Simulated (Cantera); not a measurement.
## Si + HCl + N2 (silicon etching in halogen gases)

A closed system holds: 1 mol Si, 27 mol HCl, 3.8 mol N2, at 0.133 bar.

Cantera equilibrium calculation (NASA polynomials, part measured and part estimated; ideal gas, pure solids and liquids). Candidate condensed phases: NH4Cl, Si, Si3N4; 28 gas species. The tables' values for SiCl3 are old estimates; treat these amounts as uncertain. Equilibrium is a limit: real reactors are often held back by kinetics, nucleation or transport.

From 673 K to 1648 K nothing is condensed. The main Si-bearing gas is SiCl4 throughout.

```json
[
 {"T (K)": "673", "log p HCl": "-0.99", "log p N2": "-1.77", "log p H2": "-2.05", "log p SiCl4": "-2.35", "log p SiCl3": "-10.77"},
 {"T (K)": "748", "log p HCl": "-0.99", "log p N2": "-1.77", "log p H2": "-2.05", "log p SiCl4": "-2.35", "log p SiCl3": "-9.39"},
 {"T (K)": "823", "log p HCl": "-0.99", "log p N2": "-1.77", "log p H2": "-2.05", "log p SiCl4": "-2.35", "log p SiCl3": "-8.27"},
 {"T (K)": "898", "log p HCl": "-0.99", "log p N2": "-1.77", "log p H2": "-2.05", "log p SiCl4": "-2.35", "log p SiCl3": "-7.34"},
 {"T (K)": "973", "log p HCl": "-0.99", "log p N2": "-1.77", "log p H2": "-2.05", "log p SiCl4": "-2.35", "log p SiCl3": "-6.55"},
 {"T (K)": "1048", "log p HCl": "-0.99", "log p N2": "-1.77", "log p H2": "-2.05", "log p SiCl4": "-2.35", "log p SiCl3": "-5.88"},
 {"T (K)": "1123", "log p HCl": "-0.99", "log p N2": "-1.77", "log p H2": "-2.05", "log p SiCl4": "-2.35", "log p SiCl3": "-5.30"},
 {"T (K)": "1198", "log p HCl": "-0.99", "log p N2": "-1.77", "log p H2": "-2.05", "log p SiCl4": "-2.35", "log p SiCl3": "-4.80"},
 {"T (K)": "1273", "log p HCl": "-0.99", "log p N2": "-1.77", "log p H2": "-2.05", "log p SiCl4": "-2.36", "log p SiCl3": "-4.36"},
 {"T (K)": "1348", "log p HCl": "-0.99", "log p N2": "-1.77", "log p H2": "-2.05", "log p SiCl4": "-2.36", "log p SiCl3": "-3.97"},
 {"T (K)": "1423", "log p HCl": "-0.99", "log p N2": "-1.77", "log p H2": "-2.06", "log p SiCl4": "-2.38", "log p SiCl3": "-3.64"},
 {"T (K)": "1498", "log p HCl": "-0.99", "log p N2": "-1.77", "log p H2": "-2.07", "log p SiCl4": "-2.41", "log p SiCl3": "-3.37"},
 {"T (K)": "1573", "log p HCl": "-0.98", "log p N2": "-1.77", "log p H2": "-2.09", "log p SiCl4": "-2.48", "log p SiCl3": "-3.16"},
 {"T (K)": "1648", "log p HCl": "-0.98", "log p N2": "-1.77", "log p H2": "-2.12", "log p SiCl4": "-2.57", "log p SiCl3": "-3.02"}
]
```
log p: log10 of the partial pressure in bar; nothing condenses.
